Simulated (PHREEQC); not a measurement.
A PHREEQC input (ion-association model, phreeqc.dat):

```
SOLUTION 1
  temp 25
  units mg/L
  pH 6.61
  pe 11.5
  Na 1.59
  K 1.62
  Ca 0.769
  Mg 0.503
  Cl 2.63
  S(6) 3.01 as SO4
  Alkalinity 3.52 as HCO3
  F 0.000681
END
USE solution 1
EQUILIBRIUM_PHASES 1
  Quart 0 0.5
  CO2(g) -3.4 10
END
```

It stops with these messages:

```
ERROR: Phase not found in database, Quart.
ERROR: Calculations terminating due to input errors.
```

The fault: the phase Quartz misspelt. The line should read `Quartz` where the input has `Quart`. With the mend the run ends at pH 6.97 and ionic strength 0.000263 mol/kgw.
